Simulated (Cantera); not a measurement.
## Equilibrium for silicon carbide growth: CH₃SiH₃ + HCl + H₂ + C₂H₄

Feed: 1 mol CH₃SiH₃, 0.071 mol HCl, 750 mol H₂, 0.026 mol C₂H₄, held at 1.33 mbar.

These are equilibrium values from Cantera (NASA tables, ideal gas, pure condensed phases), not measurements of a reactor. Candidate condensed phases: C, C₆H₆, C₇H₈, C₈H₁₈, Si, SiC; 109 gas species. The feed counts by its element totals alone. The numbers say what is thermodynamically allowed, not how fast it happens.

| T (K) | x H₂ | x H | x Si | x C₂H₂ (acetylene) | x C | n SiC(s) | n C(graphite) |
|---|---|---|---|---|---|---|---|
| 1773 | 0.992 | 0.00776 | 5.11e-5 | 6.12e-5 | 6.06e-11 | 0.958 | 0 |
| 1873 | 0.982 | 0.0175 | 0.000285 | 0.000182 | 9.47e-10 | 0.765 | 0 |
| 1973 | 0.962 | 0.0362 | 0.00117 | 0.000616 | 1.27e-8 | 0 | 0.0166 |
| 2073 | 0.929 | 0.0694 | 0.00120 | 0.000629 | 7.74e-8 | 0 | 0 |
| 2173 | 0.874 | 0.124 | 0.00119 | 0.000616 | 3.98e-7 | 0 | 0 |
| 2273 | 0.793 | 0.205 | 0.00115 | 0.000588 | 1.78e-6 | 0 | 0 |
| 2373 | 0.682 | 0.316 | 0.00108 | 0.000541 | 7.11e-6 | 0 | 0 |
| 2473 | 0.547 | 0.452 | 0.000998 | 0.000467 | 2.55e-5 | 0 | 0 |
| 2573 | 0.402 | 0.596 | 0.000908 | 0.000354 | 8.13e-5 | 0 | 0 |
| 2673 | 0.270 | 0.729 | 0.000827 | 0.000203 | 0.000217 | 0 | 0 |
x: gas mole fraction; n: condensed amount in mol.

From 1773 K to 1873 K the condensed part is SiC(s). At 1973 K the condensed part is C(graphite). From 2073 K to 2673 K nothing is condensed. The main Si-bearing gas is Si throughout.
